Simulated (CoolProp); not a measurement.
Model: reference Helmholtz-energy equation of state, Lemmon 2006, in CoolProp. It is a short technical equation, of lower accuracy than the large ones.

**Question.** Give the vapour pressure (MPa), liquid density (kg/m³), vapour density (kg/m³), enthalpy of vaporisation (kJ/kg) of saturated hydrogen sulfide at -17.45, 5.15, 8.85 °C.

**Answer.** 
```tsv
T (°C)	p (MPa)	liquid density (kg/m³)	vapour density (kg/m³)	enthalpy of vaporisation (kJ/kg)
-17.45	0.596	869	10.4	490
5.15	1.20	822	20.2	454
8.85	1.33	814	22.3	447
```
